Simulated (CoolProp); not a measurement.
Properties of n-hexane along the isobar 0.189 MPa.

Model: reference Helmholtz-energy equation of state, Thol 2019, in CoolProp.

| T (°C) | phase | cv (kJ/(kg K)) | speed of sound (m/s) | Joule-Thomson coefficient (K/MPa) | viscosity (µPa s) |
|---|---|---|---|---|---|
| 13.05 | liquid | 1.714 | 1133 | -0.4161 | 337 |
| 28.85 | liquid | 1.770 | 1061 | -0.3864 | 287 |
| 44.55 | liquid | 1.829 | 990.7 | -0.3533 | 248 |
| 60.35 | liquid | 1.890 | 920.5 | -0.3157 | 215 |
| 76.05 | liquid | 1.953 | 851.3 | -0.2726 | 188 |
| 91.85 | gas | 1.902 | 179.6 | 26.22 | 7.61 |
| 107.55 | gas | 1.969 | 185.2 | 22.11 | 7.95 |
| 123.35 | gas | 2.036 | 190.5 | 18.83 | 8.29 |
| 139.05 | gas | 2.102 | 195.4 | 16.22 | 8.63 |

Viscosity comes from a separate model (Michailidou 2013).
